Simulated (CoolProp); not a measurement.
A single-stage vapour-compression cycle with R1336mzz(Z): evaporating at 298.15 K (dew point), condensing at 361.15 K (bubble point), superheat 10 K, subcooling 0 K, compressor efficiency 0.85, no pressure losses. Each further row changes one setting.

The numbers come from the reference Helmholtz-energy equation of state, McLinden 2020 in CoolProp.

| case | cooling COP | pressure ratio | discharge temperature (K) | refrigerating effect (kJ/kg) | volumetric capacity (kJ/m³) |
|---|---|---|---|---|---|
| as stated | 2.74 | 7.18 | 361.2 | 95.9 | 469 |
| evaporating temperature 303.15 K | 3.14 | 5.93 | 361.2 | 99.9 | 585 |
| condensing temperature 356.15 K | 3.12 | 6.32 | 356.1 | 103 | 502 |
| subcooling 5 K | 2.93 | 7.18 | 361.2 | 103 | 502 |
| superheat 20 K | 2.86 | 7.18 | 367.1 | 105 | 494 |
| compressor efficiency 0.75 | 2.42 | 7.18 | 361.6 | 95.9 | 469 |

The compression ends wet for: as stated; evaporating temperature 303.15 K; condensing temperature 356.15 K; subcooling 5 K.
